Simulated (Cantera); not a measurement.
Input: 1 mol HF, 0.24 mol H2, 0.33 mol O2, 0.23 mol H2O, equilibrated at 2775 K and 0.0280 bar.

Equilibrium computed with Cantera from the NASA thermochemical tables; the gas is ideal and each condensed phase is pure. Candidate condensed phases: H2O; 22 gas species. The numbers say what is thermodynamically allowed, not how fast it happens.

Base state: HF 0.499, H2O 0.114, H 0.0946, O2 0.0900, O 0.0882, OH 0.0660, H2 0.0447, F 0.00421 (mole fractions); condensed: gas only.

### Question
What changes in the equilibrium state with this change: temperature from 2775 K to 2025 K?

### Answer
```csv
species,before,after
HF,0.499,0.593
H2O,0.114,0.273
O2,0.0900,0.123
H,0.0946,0.000463
O,0.0882,0.00169
H2,0.0447,0.00162
OH,0.0660,0.00815
F,0.00421,7.70e-5
```

### Question
What changes in the equilibrium state with this change: temperature from 2775 K to 575 K?

### Answer
```
species   before  after
-------  -------  -----
HF         0.499  0.595
H2O        0.114  0.280
O2        0.0900  0.125
H         0.0946  <1e-9
O         0.0882  <1e-9
OH        0.0660  <1e-9
H2        0.0447  <1e-9
F        0.00421  <1e-9
```

### Question
What changes in the equilibrium state with this change: H2O from 0.23 to 2.3 mol?

### Answer
```csv
species,before,after
H2O,0.114,0.273
HF,0.499,0.202
H,0.0946,0.153
H2,0.0447,0.118
OH,0.0660,0.0978
O2,0.0900,0.0749
O,0.0882,0.0804
F,0.00421,0.00105
```
